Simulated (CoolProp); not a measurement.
Fluorine at several states: Z from the reference equation and from simpler models built on Tc = -128.7 °C, pc = 5240 kPa, ω = 0.045; each cubic takes its own stable root.

Model: reference Helmholtz-energy equation of state, de Reuck 1990, in CoolProp.

```
T (°C)   p (kPa)   phase  reference  van der Waals  Peng-Robinson
-------  -------  ------  ---------  -------------  -------------
-157.85    16000  liquid     0.4734         0.6518         0.4216
-146.55     1840     gas     0.7903         0.8324         0.7786
-214.15      581  liquid    0.02691        0.03945        0.02388
-53.85      76.4     gas     0.9988         0.9985         0.9984
```
